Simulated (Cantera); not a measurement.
A Cantera script and its output.

```python
import numpy as np
import cantera as ct

surf = ct.Interface("ptcombust.yaml", "Pt_surf")
gas = surf.adjacent["gas"]
gas.TPX = 300, 29000, {'H2': 0.014, 'O2': 0.21, 'N2': 0.79}
jet = ct.ImpingingJet(gas=gas, width=0.069, surface=surf)
jet.inlet.mdot, jet.inlet.T, jet.inlet.X = 0.023, 300, {'H2': 0.014, 'O2': 0.21, 'N2': 0.79}
jet.set_refine_criteria(ratio=10, slope=0.2, curve=0.3)
show, cover = ['H2', 'O2', 'H2O', 'OH'], ["PT(S)", "H(S)", "O(S)", "OH(S)", "CO(S)", "C(S)"]

rows = []
print(f"{'Ts/K':>7s}" + "".join(f"{s:>11s}" for s in show + cover) + "   (gas at the wall, coverages)")
for i, Ts in enumerate([700, 750, 800, 850, 900, 950, 1000]):
    jet.surface.T = Ts
    if i == 0:
        surf.TP = Ts, 29000
        surf.coverages = "PT(S):0.5, O(S):0.5"
        surf.advance_coverages(1.0)
        jet.set_initial_guess(products="inlet")
    jet.solve(loglevel=0, auto=(i == 0))
    rows.append([*(jet.X[gas.species_index(s), -1] for s in show), *surf[cover].coverages])
    print(f"{Ts:7g}" + "".join(f"{x:11.3e}" for x in rows[-1]))
```

Result:

```
   Ts/K         H2         O2        H2O         OH      PT(S)       H(S)       O(S)      OH(S)      CO(S)       C(S)   (gas at the wall, coverages)
    700  9.198e-04  1.936e-01  2.464e-02  1.146e-10  1.490e-02  6.468e-10  9.831e-01  2.013e-03 -1.552e-23 -1.611e-31
    750  5.695e-04  1.932e-01  2.518e-02  6.234e-10  2.584e-02  2.064e-09  9.722e-01  1.928e-03  8.865e-20  4.209e-27
    800  3.288e-04  1.930e-01  2.551e-02  2.536e-09  4.742e-02  7.547e-09  9.506e-01  1.956e-03  2.607e-22  4.746e-25
    850  2.004e-04  1.929e-01  2.565e-02  8.671e-09  8.018e-02  2.407e-08  9.179e-01  1.946e-03  1.186e-20  6.533e-24
    900  1.372e-04  1.929e-01  2.566e-02  2.569e-08  1.227e-01  6.426e-08  8.754e-01  1.877e-03  2.551e-20  9.736e-23
    950  1.009e-04  1.929e-01  2.563e-02  6.910e-08  1.726e-01  1.472e-07  8.256e-01  1.763e-03 -2.399e-21 -9.550e-26
   1000  7.775e-05  1.929e-01  2.556e-02  1.808e-07  2.275e-01  2.984e-07  7.709e-01  1.625e-03 -1.273e-20 -4.739e-31
```

Model: Deutschmann's 1995 Pt surface mechanism with GRI-Mech 3.0 gas chemistry, integrated in Cantera. Catalytic surfaces can have several steady states; this one follows from the mechanism file's or the stated starting coverage.
